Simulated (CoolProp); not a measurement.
Vapour pressure (kPa) of CF4 (R14): the reference equation beside estimates from Tc = 227.4 K, pc = 3762 kPa, ω = 0.178.

Values from CoolProp's reference Helmholtz-energy equation of state, Platzer 1990. This equation is an older, rougher fit; its heat capacities, sound speeds and derivatives of the liquid may be far off and weren't checked against measurements.

```tsv
T (K)	reference	Lee-Kesler	van der Waals	Soave-Redlich-Kwong	Peng-Robinson
129.5	(withheld)	28.45	240.2	28.70	29.66
137.5	57.38	56.78	341.8	57.05	(withheld)
145.6	104.9	(withheld)	470.9	104.9	105.9
153.6	177.5	178.4	627.2	(withheld)	(withheld)
161.6	(withheld)	286.2	814.3	286.1	285.0
169.6	431.9	(withheld)	1034	437.4	433.8
177.7	634.4	642.1	1293	(withheld)	637.7
185.7	896.3	906.4	1585	913.0	902.2
```

### Question
Fill in the missing entries.

### Answer

- 129.5, reference: 29.04
- 137.5, Peng-Robinson: 58.18
- 145.6, Lee-Kesler: 104.7
- 153.6, Soave-Redlich-Kwong: 178.3
- 153.6, Peng-Robinson: 178.6
- 161.6, reference: 283.6
- 169.6, Lee-Kesler: 436.8
- 177.7, Soave-Redlich-Kwong: 644.6

Absolute difference from the reference over all 8 rows, mean and median: Lee-Kesler 1.0 and 1.1 %, van der Waals 291.5 and 220.2 %, Soave-Redlich-Kwong 1.0 and 1.0 %, Peng-Robinson 0.9 and 0.6 %.
